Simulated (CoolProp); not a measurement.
Computed with CoolProp (reference Helmholtz-energy equation of state, Lemmon 2006). It is a short technical equation, of lower accuracy than the large ones.

**Question.** For acetone, give the phase and the density (kg/m³), expansivity (1/kK) at 550 K and 156 bar; 550 K and 261 bar; 550 K and 417 bar.

**Answer.** 
- 550 K and 156 bar: supercritical; density 470, expansivity 3.97
- 550 K and 261 bar: supercritical; density 534, expansivity 2.35
- 550 K and 417 bar: supercritical; density 585, expansivity 1.64
